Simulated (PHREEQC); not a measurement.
Solution (90 °C): 0.035 mol H2SO4 and 0.26 mol LiCl per kg of water. Closed to the air; pH follows from the charge balance.

All values are PHREEQC results (ion-association model, phreeqc.dat), not measurements.

```yaml
pH: 1.50
ionic_strength: 0.306 mol/kgw
activity_of_water: 0.990
specific_conductance: 96000 µS/cm
density: 0.974 g/cm³
total_alkalinity: -70.0 meq/kg
```

| species | molality | activity | log γ |
|---|---|---|---|
| Cl- | 0.260 | 0.169 | -0.187 |
| Li+ | 0.259 | 0.182 | -0.152 |
| H+ | 0.0419 | 0.0318 | -0.120 |
| HSO4- | 0.0281 | 0.0197 | -0.155 |
| SO4-2 | 0.00556 | 0.00116 | -0.679 |
| LiSO4- | 0.00136 | 0.000925 | -0.167 |

This is a speciation only: nothing precipitates in the calculation. Constants without temperature data keep their 25 °C values here.
